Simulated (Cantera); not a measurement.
A perfectly stirred reactor is fed with C2H6 : N2 = 1 : 6.2 (molar parts), at 0.233 Torr; it is held at 1650 K, and followed from long to short residence time.

Detailed kinetics in Cantera: GRI-Mech 3.0 (53 species, 325 reactions). GRI-Mech 3.0 stops at C3 and has no aromatics, soot or wall deposition, so with more carbon than oxygen in the feed, carbon stays in small species such as C2H2 where larger ones or solid carbon would form. Radical loss at walls, strong at low pressure, is not modelled.

```csv
quantity,before,after
x(C2H6) at τ = 4.70 s,0.000387,0.000652
x(H) at τ = 4.70 s,0.00124,0.00196
x(CH3) at τ = 4.70 s,0.00346,0.00629
x(C2H4) at τ = 4.70 s,0.00219,0.00408
x(CH4) at τ = 4.70 s,0.0243,0.0653
x(C2H6) at τ = 0.120 s,0.0124,0.0229
x(H) at τ = 0.120 s,0.00144,0.00229
x(CH3) at τ = 0.120 s,0.0196,0.0369
x(C2H4) at τ = 0.120 s,0.0289,0.0624
x(CH4) at τ = 0.120 s,0.0454,0.155
```

### Question
Name the change that produced these shifts.
(A) C2H6 1 to 5.8 parts
(B) pressure from 0.233 Torr to 0.180 Torr
(C) pressure from 0.233 Torr to 100.0 Torr
(D) temperature 1650 to 1600 K

### Answer
A, C2H6 1 to 5.8 parts
